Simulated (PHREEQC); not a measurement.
Solution (25 °C): 0.052 mol/kgw TMAH, 0.0046 mol/kgw K2SO4 and 0.028 mol/kgw KH2PO4. Closed to the air; pH follows from the charge balance.

The numbers come from PHREEQC with the ion-association model, wateq4f.dat.

```
quantity                    before     after
------------------------  --------  --------
pH                           11.82     10.81
ionic strength (mol/kgw)     0.151     0.132
HPO4-2 (mol/kgw)            0.0127    0.0212
KSO4- (mol/kgw)           0.000341  0.000625
KHPO4- (mol/kgw)          0.000285  0.000444
H2PO4- (mol/kgw)           1.34e-7   1.70e-6
```

Problem. Which change was made?
A) temperature from 25 to 35 °C
B) temperature from 25 to 90 °C
C) TMAH replaced by (CH3)4NCl at the same molality
D) TMAH from 0.052 to 0.0104 mol/kgw
E) temperature from 25 to 75 °C

Solution. E, temperature from 25 to 75 °C

No solid was allowed to form. (CH3)4N+ isn't in the database: it is added as a free cation with an ion size of 4 Å. H3PO4, which wateq4f.dat lacks, is added to it with the constant of phreeqc.dat. At this temperature some constants are extrapolated from 25 °C, and those without enthalpy data are left unchanged.
